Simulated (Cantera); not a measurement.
Input: 1 mol Si, 4 mol Br2, 19 mol N2, equilibrated at 10.0 Torr.

These are equilibrium values from Cantera (NASA tables, ideal gas, pure condensed phases), not measurements of a reactor. Candidate condensed phases: Br2, Si, Si3N4; 13 gas species. The tables' values for SiBr3 are old estimates; treat these amounts as uncertain. Rates play no part. All values below are at 1202 °C.

Base state: N2 0.791, Br 0.162, SiBr4 0.0376, Br2 0.00515, SiBr2 0.00208, SiBr3 0.00195 (mole fractions); condensed: gas only.

What changes in the equilibrium state with this change: 0.34 mol NH3 added?


```tsv
species	before	after
N2	0.791	0.788
Br	0.162	0.125
HBr	0	0.0419
SiBr4	0.0376	0.0355
H2	0	1.73e-5
Br2	0.00515	0.00307
SiBr2	0.00208	0.00328
SiBr3	0.00195	0.00238
```
